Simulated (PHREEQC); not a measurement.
Nickel, zinc or cadmium bath (model solution)

A solution holds 0.078 mol/kgw ZnCl2, 0.22 mol/kgw H3BO3 and 0.00049 mol/kgw HCl, at 20 °C. Closed to the air; pH follows from the charge balance.

All values are PHREEQC results (ion-association model, phreeqc.dat), not measurements.

This is a speciation only: nothing precipitates in the calculation.

**Question.** What pH does the model give?

**Answer.** pH 3.41.

**Question.** In which forms is Cl present?

**Answer.** Cl- 95 %, ZnCl+ 4.2 %, ZnCl2 0.6 % of the Cl.
